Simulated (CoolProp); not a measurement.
Vapour-liquid equilibrium of sulfur hexafluoride (1) + CH2F2 (R32) (2) at 16.4 bar; x and y are mole fractions of (1).

Computed with CoolProp (multi-fluid Helmholtz-energy mixture model, Guder 2009 and Tillner-Roth 1997; pair parameters Bell 2016).

Give the bubble temperature and the first vapour's composition at x = 0.05, 0.35, 0.45. Is there an azeotrope?

x = 0.05: 289.0 K, y = 0.194; x = 0.35: 273.9 K, y = 0.533; x = 0.45: 273.1 K, y = 0.562. y crosses x between x = 0.55 and 0.65: the model has an azeotrope there.

Pair parameters are fitted to limited data, so mixtures are less certain than the pure fluids. With so large a gap from Raoult's law the liquid may split in two, which this calculation doesn't test in full.
